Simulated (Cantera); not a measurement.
Source: NASA polynomial tables (part measured, part estimated), evaluated in Cantera. Values are per mole of reaction as written; species without (g) are pure solids or liquids, kept so even where they would boil at 1 bar.

NO(g) + Al(g) = O(g) + AlN

```csv
T (K),ΔH° (kJ),ΔS° (J/K),ΔG° (kJ),log10 K
300,(withheld),(withheld),(withheld),(withheld)
1275,-477.6,-178.1,-250.5,10.26
1375,-476.1,-177.0,-232.8,8.84
1475,(withheld),(withheld),(withheld),(withheld)
1575,-473.2,-175.0,-197.6,6.55
1675,-471.7,-174.1,-180.1,5.62
1775,-470.2,-173.2,-162.8,4.79
1875,(withheld),(withheld),(withheld),(withheld)
1975,-467.3,-171.6,-128.3,3.39
2075,-465.8,-170.9,-111.2,2.80
2175,-464.4,-170.2,-94.1,2.26
```

Question: Fill in the missing entries.

Answer: 
- 300, ΔH° (kJ): -489.8
- 300, ΔS° (J/K): -194.1
- 300, ΔG° (kJ): -431.6
- 300, log10 K: 75.14
- 1475, ΔH° (kJ): -474.7
- 1475, ΔS° (J/K): -176.0
- 1475, ΔG° (kJ): -215.1
- 1475, log10 K: 7.62
- 1875, ΔH° (kJ): -468.8
- 1875, ΔS° (J/K): -172.4
- 1875, ΔG° (kJ): -145.5
- 1875, log10 K: 4.05
